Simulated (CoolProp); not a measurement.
Sulfur dioxide along the isobar 0.491 MPa: Z from the reference equation and from simpler models built on Tc = 157.5 °C, pc = 7.887 MPa, ω = 0.256; each cubic takes its own stable root.

The numbers come from the reference Helmholtz-energy equation of state, Gao 2016 in CoolProp.

| T (°C) | phase | reference |
|---|---|---|
| 2.05 | liquid | 0.009611 |
| 18.65 | liquid | 0.009361 |
| 35.35 | gas | 0.9235 |
| 51.95 | gas | 0.9381 |
| 68.55 | gas | 0.9490 |
| 85.15 | gas | 0.9573 |
| 101.75 | gas | 0.9639 |
| 118.45 | gas | 0.9692 |
| 135.05 | gas | 0.9735 |
| 151.65 | gas | 0.9770 |
| 168.25 | gas | 0.9799 |
| 184.85 | gas | 0.9824 |
| 201.45 | gas | 0.9845 |

Problem. How far does each simpler model (van der Waals, Redlich-Kwong) lie from the reference over these 13 states: mean and median of the absolute difference, and the worst?

Solution. 
- van der Waals: mean 1524.3 %, median 1.0 %, worst +10070.9 % at 18.65 °C and 0.491 MPa
- Redlich-Kwong: mean 761.3 %, median 0.4 %, worst +9875.4 % at 18.65 °C and 0.491 MPa

At some of these states van der Waals, Redlich-Kwong gives the other phase, because its saturation line lies elsewhere.
